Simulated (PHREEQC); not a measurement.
Solution (25 °C): 0.25 mol/kgw NaHSO4, 0.0048 mol/kgw K2HPO4 and 0.00024 mol/kgw NaCl. Closed to the air; pH follows from the charge balance.

Computed with PHREEQC (ion-association model, phreeqc.dat).

Each row changes one thing in this solution. No solid was allowed to form.

| case | pH | ionic strength (mol/kgw) | Na+ (mol/kgw) | K+ (mol/kgw) | H2PO4- (mol/kgw) | HPO4-2 (mol/kgw) |
|---|---|---|---|---|---|---|
| as made | 1.17 | 0.403 | 0.230 | 0.00864 | 0.000648 | 1.80e-9 |
| NaHSO4 left out | 9.27 | 0.0145 | 0.000239 | 0.00955 | 2.86e-5 | 0.00471 |
| NaCl left out | 1.17 | 0.402 | 0.230 | 0.00864 | 0.000648 | 1.80e-9 |
| K2HPO4 from 0.0048 to 0.00432 mol/kgw | 1.17 | 0.402 | 0.230 | 0.00777 | 0.000580 | 1.60e-9 |
| K2HPO4 from 0.0048 to 0.00096 mol/kgw | 1.15 | 0.398 | 0.231 | 0.00173 | 0.000124 | 3.30e-10 |

Complexes and solids missing from the database can't appear.
